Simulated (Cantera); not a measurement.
Adiabatic ignition

An adiabatic, constant-volume homogeneous reactor starts with 6.65 % C₃H₈, 19.5 % O₂, 73.8 % N₂, equivalence ratio 1.7, at 1125 K and 0.987 atm.

Cantera simulation using GRI-Mech 3.0 (53 species, 325 reactions); the numbers are that mechanism's predictions, not measurements. GRI-Mech 3.0 was tuned for natural gas; its chemistry of propane as a main component is partial and can be far from experiment.

```csv
t (s),T (K),P (bar),x C₃H₈,x O₂,x H₂,x NO,x C₂H₆,x HCN,x CH₃
6.00e-6,1125,1.000,0.0665,0.195,1.10e-8,<1e-12,7.27e-12,<1e-12,2.31e-7
1.55e-5,1125,1.000,0.0665,0.195,4.28e-8,<1e-12,1.35e-10,<1e-12,6.22e-7
4.00e-5,1125,1.000,0.0665,0.195,1.34e-7,<1e-12,2.50e-9,<1e-12,1.67e-6
0.000103,1125,1.000,0.0665,0.195,4.66e-7,<1e-12,4.74e-8,<1e-12,4.57e-6
0.000266,1125,1.000,0.0665,0.195,2.65e-6,<1e-12,9.79e-7,<1e-12,1.30e-5
0.000687,1125,1.000,0.0664,0.195,1.47e-5,<1e-12,1.36e-5,<1e-12,2.46e-5
0.00177,1125,1.00,0.0661,0.195,4.85e-5,<1e-12,6.30e-5,<1e-12,2.60e-5
0.00457,1125,1.00,0.0653,0.195,0.000147,<1e-12,0.000198,<1e-12,2.70e-5
0.0118,1126,1.00,0.0628,0.194,0.000507,<1e-12,0.000583,<1e-12,3.00e-5
0.0305,2765,2.99,<1e-12,0.000245,0.0870,0.000600,<1e-12,8.58e-8,1.85e-11
0.0786,2762,2.98,<1e-12,0.000237,0.0873,0.00103,<1e-12,1.37e-7,1.88e-11
0.203,2762,2.98,<1e-12,0.000237,0.0873,0.00103,<1e-12,1.37e-7,1.88e-11
0.524,2762,2.98,<1e-12,0.000237,0.0873,0.00103,<1e-12,1.37e-7,1.88e-11
1.35,2762,2.98,<1e-12,0.000237,0.0873,0.00103,<1e-12,1.37e-7,1.88e-11
3.49,2762,2.98,<1e-12,0.000237,0.0873,0.00103,<1e-12,1.37e-7,1.88e-11
9.00,2762,2.98,<1e-12,0.000237,0.0873,0.00103,<1e-12,1.37e-7,1.88e-11
```
x: mole fraction; the columns are a selection and need not sum to one.

The time of steepest temperature rise comes out as 30.1 ms. The temperature at 9.00 s is 2762 K. The equilibrium temperature is 2762 K and the x(C₃H₈) at 9.00 s is <1e-12 (gas-phase equilibrium <1e-12). The x(O₂) at 9.00 s is 0.000237 (gas-phase equilibrium 0.000237) and the x(H₂) at 9.00 s is 0.0873 (gas-phase equilibrium 0.0873).
